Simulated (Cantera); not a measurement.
## Thermodynamics of abatement and gas-phase synthesis, feed S + H2 + O2 + SO2

Feed: 1 mol S, 0.31 mol H2, 0.38 mol O2, 0.0065 mol SO2, equilibrated at 0.133 bar.

Method: chemical equilibrium by Gibbs-energy minimisation in Cantera with the NASA 1993 tables (ideal gas, pure condensed phases). Candidate condensed phases: H2O, H2SO4, S; 19 gas species. The numbers say what is thermodynamically allowed, not how fast it happens.

From 1477 °C to 2277 °C nothing is condensed.

```tsv
T (°C)	log p S2	log p SO2	log p H2O	log p SO	log p H2	log p S	log p H	log p SH	log p H2S
1477	-1.31	-1.44	-1.49	-2.51	-2.08	-3.97	-4.67	-3.12	-2.63
1577	-1.32	-1.44	-1.51	-2.32	-1.99	-3.62	-4.27	-2.96	-2.69
1677	-1.34	-1.45	-1.55	-2.15	-1.92	-3.31	-3.90	-2.83	-2.76
1777	-1.36	-1.46	-1.58	-2.01	-1.87	-3.04	-3.58	-2.71	-2.83
1877	-1.38	-1.48	-1.62	-1.88	-1.82	-2.79	-3.29	-2.61	-2.91
1977	-1.42	-1.50	-1.67	-1.77	-1.79	-2.57	-3.02	-2.53	-2.98
2077	-1.46	-1.53	-1.72	-1.67	-1.76	-2.38	-2.78	-2.47	-3.07
2177	-1.50	-1.57	-1.77	-1.59	-1.74	-2.20	-2.57	-2.42	-3.16
2277	-1.56	-1.61	-1.83	-1.53	-1.74	-2.05	-2.38	-2.38	-3.26
```
log p: log10 of the partial pressure in bar; nothing condenses.
